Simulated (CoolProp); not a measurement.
C3F8 (R218) at several states: fugacity coefficient from the reference equation and from simpler models built on Tc = 71.9 °C, pc = 2640 kPa, ω = 0.317; each cubic takes its own stable root.

Computed with CoolProp (reference Helmholtz-energy equation of state, Lemmon 2006). It is a short technical equation, of lower accuracy than the large ones.

| T (°C) | p (kPa) | phase | reference |
|---|---|---|---|
| 10.75 | 18.9 | gas | 0.9954 |
| 61.85 | 345 | gas | 0.9529 |
| -95.65 | 109 | liquid | 0.02179 |

**Question.** How far does each simpler model (van der Waals, Peng-Robinson) lie from the reference over these 3 states: mean and median of the absolute difference, and the worst?

**Answer.** 
- van der Waals: mean 1158.9 %, median 0.6 %, worst +3476.0 % at -95.65 °C and 109 kPa
- Peng-Robinson: mean 2.4 %, median 0.7 %, worst +6.5 % at -95.65 °C and 109 kPa
